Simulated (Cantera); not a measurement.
A closed system holds: 1 mol PbI₂, 7.4 mol H₂, 0.37 mol N₂, at 2200 K and 100 Torr.

Method: chemical equilibrium by Gibbs-energy minimisation in Cantera with the NASA 1993 tables (ideal gas, pure condensed phases). Candidate condensed phases: I₂, Pb, PbI₂; 17 gas species. The numbers say what is thermodynamically allowed, not how fast it happens.

What is the equilibrium state?


| Quantity | Value |
|---|---|
| x(H₂) | 0.677 |
| x(I) | 0.164 |
| x(Pb) | 0.0887 |
| x(N₂) | 0.0346 |
| x(HI) | 0.0185 |
| x(H) | 0.0127 |
| x(PbI) | 0.00481 |
| x(PbI₂) | 7.40e-5 |
| x(I₂) | 4.39e-5 |
| gas amount | 10.69 mol |
| log10 activity of Pb(l) (absent) | -2.30 |
| log10 activity of I₂(l) (absent) | -7.34 |
